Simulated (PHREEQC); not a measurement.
Make-up at 35 °C: 0.0014 mol H3PO4 per kg of water. Closed to the air; pH follows from the charge balance.

The numbers come from PHREEQC with the ion-association model, phreeqc.dat.

| quantity | before | after |
|---|---|---|
| pH | 2.94 | 3.87 |
| ionic strength (mol/kgw) | 0.00119 | 0.000137 |
| H2PO4- (mol/kgw) | 0.00119 | 0.000137 |
| HPO4-2 (mol/kgw) | 7.65e-8 | 6.92e-8 |

Name the change that produced these shifts.
A) diluted 5-fold with water
B) 5.3e-05 mol/kgw KOH added
C) diluted 10-fold with water
D) H3PO4 replaced by K3PO4 at the same molality
E) H3PO4 from 0.0014 to 0.014 mol/kgw

C, diluted 10-fold with water

This is a speciation only: nothing precipitates in the calculation.
